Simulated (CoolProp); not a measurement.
Vapour-liquid equilibrium of toluene (1) + n-octane (2) at 1.8 bar; x and y are mole fractions of (1).

The numbers come from the multi-fluid Helmholtz-energy mixture model, Lemmon 2006 and Beckmüller 2019; pair parameters Bell 2016 in CoolProp.

| x | bubble temperature (K) | y at the bubble point | dew temperature at overall composition x (K) | liquid density (mol/L) |
|---|---|---|---|---|
| 0.05 | 419.3 | 0.082 | 419.9 | 5.270 |
| 0.15 | 416.5 | 0.226 | 418.0 | 5.496 |
| 0.25 | 414.2 | 0.349 | 416.1 | 5.735 |
| 0.35 | 412.2 | 0.455 | 414.2 | 5.990 |
| 0.45 | 410.5 | 0.549 | 412.3 | 6.263 |
| 0.55 | 409.1 | 0.635 | 410.5 | 6.556 |
| 0.65 | 407.9 | 0.715 | 408.8 | 6.872 |
| 0.75 | 406.9 | 0.793 | 407.4 | 7.214 |
| 0.85 | 406.1 | 0.872 | 406.3 | 7.587 |
| 0.95 | 405.5 | 0.955 | 405.5 | 7.993 |

No azeotrope shows between x = 0.05 and 0.95.

Pair parameters are fitted to limited data, so mixtures are less certain than the pure fluids.
